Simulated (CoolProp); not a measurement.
Hexamethyldisiloxane (MM) along the isobar 1.02 MPa: fugacity coefficient from the reference equation and from simpler models built on Tc = 245.6 °C, pc = 1.931 MPa, ω = 0.418; each cubic takes its own stable root.

Model: reference Helmholtz-energy equation of state, Thol 2016, in CoolProp.

```
T (°C)   phase  reference
------  ------  ---------
28.15   liquid   0.006919
51.55   liquid    0.01955
75.05   liquid    0.04632
98.45   liquid    0.09474
121.95  liquid     0.1731
145.45  liquid     0.2873
168.85  liquid     0.4396
192.35  liquid     0.6295
215.75     gas     0.7718
239.25     gas     0.8079
```

### Question
How far does each simpler model (van der Waals, Redlich-Kwong, Soave-Redlich-Kwong) lie from the reference over these 10 states: mean and median of the absolute difference, and the worst?

### Answer
- van der Waals: mean 420.7 %, median 154.2 %, worst +1962.4 % at 28.15 °C and 1.02 MPa
- Redlich-Kwong: mean 99.1 %, median 63.0 %, worst +325.6 % at 28.15 °C and 1.02 MPa
- Soave-Redlich-Kwong: mean 1.6 %, median 1.4 %, worst +3.3 % at 192.35 °C and 1.02 MPa

At some of these states van der Waals, Redlich-Kwong gives the other phase, because its saturation line lies elsewhere.
